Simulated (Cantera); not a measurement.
A perfectly stirred reactor is fed with CO : O2 : H2O : N2 = 0.0041 : 0.0023 : 0.00027 : 1 (molar parts), equivalence ratio 0.89, at 2850 Torr; it is held at 1323 K, and followed from long to short residence time.

Detailed kinetics in Cantera: GRI-Mech 3.0 (53 species, 325 reactions).

What does this change do: CO 0.0041 to 0.017 parts?


| quantity | before | after |
|---|---|---|
| x(CO) at τ = 0.690 s | 0.000223 | 0.0121 |
| x(O2) at τ = 0.690 s | 0.000357 | 7.37e-6 |
| x(H2O) at τ = 0.690 s | 0.000263 | 0.000116 |
| x(H2O2) at τ = 0.690 s | 6.35e-10 | 8.84e-12 |
| x(H2) at τ = 0.690 s | 2.68e-6 | 0.000133 |
| x(CO) at τ = 57.0 ms | 0.000960 | 0.0121 |
| x(O2) at τ = 57.0 ms | 0.000720 | 3.25e-5 |
| x(H2O) at τ = 57.0 ms | 0.000255 | 0.000127 |
| x(H2O2) at τ = 57.0 ms | 2.19e-9 | 1.09e-10 |
| x(H2) at τ = 57.0 ms | 6.45e-6 | 9.10e-5 |

What does this change do: temperature 1323 to 1000 K?


| quantity | before | after |
|---|---|---|
| x(CO) at τ = 0.690 s | 0.000223 | 0.00404 |
| x(O2) at τ = 0.690 s | 0.000357 | 0.00227 |
| x(H2O) at τ = 0.690 s | 0.000263 | 0.000268 |
| x(H2O2) at τ = 0.690 s | 6.35e-10 | 1.90e-9 |
| x(H2) at τ = 0.690 s | 2.68e-6 | 1.03e-7 |
| x(CO) at τ = 57.0 ms | 0.000960 | 0.00407 |
| x(O2) at τ = 57.0 ms | 0.000720 | 0.00228 |
| x(H2O) at τ = 57.0 ms | 0.000255 | 0.000268 |
| x(H2O2) at τ = 57.0 ms | 2.19e-9 | <1e-12 |
| x(H2) at τ = 57.0 ms | 6.45e-6 | 7.22e-12 |
